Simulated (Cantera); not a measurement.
A perfectly stirred reactor is fed with CH4 : CO2 : H2 = 1 : 4.3 : 0.17 (molar parts), at 293 Torr; it is held at 2173 K, and followed from long to short residence time.

Model: GRI-Mech 3.0 (53 species, 325 reactions), integrated in Cantera.

x: mole fraction; the columns are a selection and need not sum to one.

```
τ (s)      x CH4  x CO2    x H2    x CH2    x C2H6  x H2O
------  --------  -----  ------  -------  --------  -----
0.99     2.37e-5  0.233  0.0816  1.34e-7  4.68e-11  0.208
0.51     6.91e-5  0.234  0.0817  2.79e-7  2.97e-10  0.208
0.27    0.000166  0.234  0.0817  5.46e-7       [?]  0.208
0.14    0.000358  0.235  0.0817  1.06e-6       [?]  0.207
0.071   0.000731  0.236  0.0815  2.05e-6       [?]  0.207
0.037    0.00137  0.240  0.0812  3.76e-6       [?]  0.206
0.019    0.00248  0.247  0.0803  6.73e-6       [?]  0.205
0.0099   0.00421  0.262  0.0782  1.12e-5       [?]  0.202
0.0051   0.00691  0.292  0.0744  1.74e-5       [?]  0.199
0.0027    0.0109  0.337  0.0708  2.41e-5       [?]  0.192
0.0014    0.0177  0.398  0.0709  3.04e-5       [?]  0.176
```

Question: Fill in the missing entries.

Answer: 
- 0.27, x C2H6: 1.42e-9
- 0.14, x C2H6: 5.98e-9
- 0.071, x C2H6: 2.35e-8
- 0.037, x C2H6: 7.99e-8
- 0.019, x C2H6: 2.53e-7
- 0.0099, x C2H6: 7.01e-7
- 0.0051, x C2H6: 1.77e-6
- 0.0027, x C2H6: 3.96e-6
- 0.0014, x C2H6: 8.64e-6
